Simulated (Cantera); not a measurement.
A perfectly stirred reactor is fed with 26.9 % CO, 3.50 % H2, 2.21 % CH4, 13.1 % O2, 49.2 % N2, 5.11 % CO2, at 1.28 atm; it is adiabatic with a 773 K inlet, and is followed from long to short residence time, starting on the burning branch (τ in s: 0.037, 0.017, 0.0078, 0.0036, 0.0016, 0.00075, 0.00034, 0.00016, 7.2e-05, 3.3e-05, 1.5e-05, 7e-06, 3.2e-06).

Model: GRI-Mech 3.0 (53 species, 325 reactions), integrated in Cantera.

One state of this run: T (K) = 1609; x CO = 0.204; x H2 = 0.0130; x CH4 = 0.000471; x H2O = 0.0516; x OH = 0.00555; x C2H2 = 2.55e-8; x N2O = 8.85e-8. x: mole fraction; the columns are a selection and need not sum to one.

Problem. Which value of τ (s) does it belong to?
(A) 0.00016
(B) 3.2e-6
(C) 3.3e-5
(D) 0.037

Solution. C, 3.3e-5
